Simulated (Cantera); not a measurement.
Hydrogen reduction and annealing atmospheres: PbO + H2 + N2

A closed system holds: 1 mol PbO, 20 mol H2, 0.58 mol N2, equilibrated at 0.133 bar.

Method: chemical equilibrium by Gibbs-energy minimisation in Cantera with the NASA 1993 tables (ideal gas, pure condensed phases). Candidate condensed phases: H2O, Pb, PbO, PbO2, Pb3O4; 27 gas species. Kinetics and transport are ignored.

| T (°C) | log p H2 | log p H2O | log p Pb | log p N2 | log p H | n Pb(l) |
|---|---|---|---|---|---|---|
| 775 | -0.91 | -2.19 | -4.35 | -2.43 | -8.57 | 0.993 |
| 875 | -0.91 | -2.19 | -3.55 | -2.43 | -7.60 | 0.957 |
| 975 | -0.91 | -2.19 | -2.89 | -2.43 | -6.79 | 0.797 |
| 1075 | -0.93 | -2.20 | -2.32 | -2.44 | -6.10 | 0.235 |
| 1175 | -0.93 | -2.21 | -2.21 | -2.45 | -5.50 | 0 |
| 1275 | -0.93 | -2.21 | -2.21 | -2.45 | -4.98 | 0 |
| 1375 | -0.93 | -2.21 | -2.21 | -2.45 | -4.52 | 0 |
log p: log10 of the partial pressure in bar; n: condensed amount in mol.

From 775 °C to 1075 °C the condensed part is Pb(l). From 1175 °C to 1375 °C nothing is condensed. The main Pb-bearing gas is Pb throughout.
